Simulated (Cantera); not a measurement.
A perfectly stirred reactor is fed with C2H6 : H2 = 1 : 6.1 (molar parts), at 120 Torr; it is held at 1973 K, and followed from long to short residence time.

Computed with Cantera and GRI-Mech 3.0 (53 species, 325 reactions). GRI-Mech 3.0 stops at C3 and has no aromatics, soot or wall deposition, so with more carbon than oxygen in the feed, carbon stays in small species such as C2H2 where larger ones or solid carbon would form.

Task: What does this change do: C2H6 1 to 0.2 parts?

Result: 
```
quantity                 before     after
----------------------  -------  --------
x(C2H6) at τ = 23.0 s   5.02e-8   1.38e-8
x(H2) at τ = 23.0 s       0.886     0.966
x(CH2) at τ = 23.0 s    3.94e-7   2.05e-7
x(C2H2) at τ = 23.0 s     0.109    0.0294
x(CH4) at τ = 23.0 s    0.00121  0.000685
x(C2H6) at τ = 88.0 ms  1.04e-5   2.69e-6
x(H2) at τ = 88.0 ms      0.878     0.963
x(CH2) at τ = 88.0 ms   4.20e-6   2.11e-6
x(C2H2) at τ = 88.0 ms    0.104    0.0261
x(CH4) at τ = 88.0 ms    0.0140   0.00734
```

Task: What does this change do: pressure from 120 Torr to 36.8 Torr?

Result: 
```
quantity                 before     after
----------------------  -------  --------
x(C2H6) at τ = 23.0 s   5.02e-8   7.05e-8
x(H2) at τ = 23.0 s       0.886     0.884
x(CH2) at τ = 23.0 s    3.94e-7   9.95e-7
x(C2H2) at τ = 23.0 s     0.109     0.109
x(CH4) at τ = 23.0 s    0.00121  0.000955
x(C2H6) at τ = 88.0 ms  1.04e-5   1.93e-5
x(H2) at τ = 88.0 ms      0.878     0.874
x(CH2) at τ = 88.0 ms   4.20e-6   1.14e-5
x(C2H2) at τ = 88.0 ms    0.104     0.102
x(CH4) at τ = 88.0 ms    0.0140    0.0161
```
Radical loss at walls, strong at low pressure, is not modelled.

Task: What does this change do: pressure from 120 Torr to 3.00 Torr?

Result: 
```json
[
 {"quantity": "x(C2H6) at τ = 23.0 s", "before": "5.02e-8", "after": "3.12e-7"},
 {"quantity": "x(H2) at τ = 23.0 s", "before": "0.886", "after": "0.875"},
 {"quantity": "x(CH2) at τ = 23.0 s", "before": "3.94e-7", "after": "6.72e-6"},
 {"quantity": "x(C2H2) at τ = 23.0 s", "before": "0.109", "after": "0.108"},
 {"quantity": "x(CH4) at τ = 23.0 s", "before": "0.00121", "after": "0.000999"},
 {"quantity": "x(C2H6) at τ = 88.0 ms", "before": "1.04e-5", "after": "0.000124"},
 {"quantity": "x(H2) at τ = 88.0 ms", "before": "0.878", "after": "0.856"},
 {"quantity": "x(CH2) at τ = 88.0 ms", "before": "4.20e-6", "after": "4.16e-5"},
 {"quantity": "x(C2H2) at τ = 88.0 ms", "before": "0.104", "after": "0.0914"},
 {"quantity": "x(CH4) at τ = 88.0 ms", "before": "0.0140", "after": "0.0358"}
]
```
Radical loss at walls, strong at low pressure, is not modelled.
